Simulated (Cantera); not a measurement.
Cantera run:

```python
import numpy as np
import cantera as ct

gas_names = [...]  # 123 gases of nasa_gas.yaml made of C, Cl, H, Si
cond_names = """
    C(gr) C6H6(L) C7H8(L) C8H18(L),n-octa Si(cr) Si(L) SiC(b)
""".split()


# ... load() reads the species with a 1 bar reference pressure and builds the phases ...
atoms = {
    'CH3Cl': {'C': 1, 'H': 3, 'CL': 1},
    'Si': {'Si': 1},
    'H2': {'H': 2},
}
top_T = {'C(gr)': 4500, 'SiC(b)': 3050}  # K; cautious upper limits of use, not melting points


# ... equilibrate(T, P, feed) seeds the gas with the atoms and calls Mixture.equilibrate('TP', solver="vcs", rtol=1e-11, max_steps=5000) ...
results = []
feed = {'CH3Cl': 1, 'Si': 0.043, 'H2': 0.19}  # mol
P = 1333.22  # Pa
for T in [3000, 3500, 4000, 4500, 5000]:
    mix = equilibrate(T, P, feed)
    results.append((T, P, feed, dict(zip(mix.species_names, mix.species_moles))))

top = {s: max(r[3][s] / sum(r[3][g] for g in gas_names) for r in results) for s in gas_names}
cols = sorted((s for s in top if top[s] > 1e-05), key=lambda s: -top[s])[:8]
seen = [c for c in cond_names if any(r[3].get(c, 0) > 1e-12 for r in results)]
print("log10 of partial pressures in bar; condensed amounts in mol")
print(f"{'T/K':>10s}" + "".join(f"{s[:9]:>10s}" for s in cols + seen))
for T, P, feed, n in results:
    ng = sum(n[g] for g in gas_names)
    print(f"{T:10.4g}" + "".join(f"{np.log10(max(n[s] / ng * P / 1e5, 1e-99)):10.3f}" for s in cols)
          + "".join(f"{n.get(c, 0):10.4g}" for c in seen))
```

Output:

```
log10 of partial pressures in bar; condensed amounts in mol
       T/K         H        CL         C        H2       HCL        C3        C2 C2H2,acet     C(gr)
      3000    -2.156    -2.590    -4.295    -2.708    -2.976    -3.506    -4.499    -3.915    0.5505
      3500    -2.059    -2.576    -3.121    -3.660    -3.998    -3.316    -3.673    -5.516         0
      4000    -2.076    -2.604    -2.669    -4.558    -4.899    -4.462    -3.910    -7.752         0
      4500    -2.080    -2.609    -2.616    -5.238    -5.575    -6.254    -4.696   -10.069         0
      5000    -2.081    -2.610    -2.611    -5.779    -6.113    -7.799    -5.399   -11.989         0
```

These are equilibrium values from Cantera (NASA tables, ideal gas, pure condensed phases), not measurements of a reactor. The tables' values for SiCl, CCl are old estimates; treat these amounts as uncertain.
